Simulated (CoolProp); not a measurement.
Ethane at 298.15 K and 3.51 MPa is throttled through a valve to 0.0807 MPa with no heat exchange. Each further row changes one setting.

Model: reference Helmholtz-energy equation of state, Bücker 2006, in CoolProp.

```
case                        temperature change (K)  final density (kg/m³)
--------------------------  ----------------------  ---------------------
as stated                                    -58.1                   1.23
outlet pressure 0.0242 MPa                   -59.1                  0.367
outlet pressure 0.105 MPa                    -57.6                   1.60
```
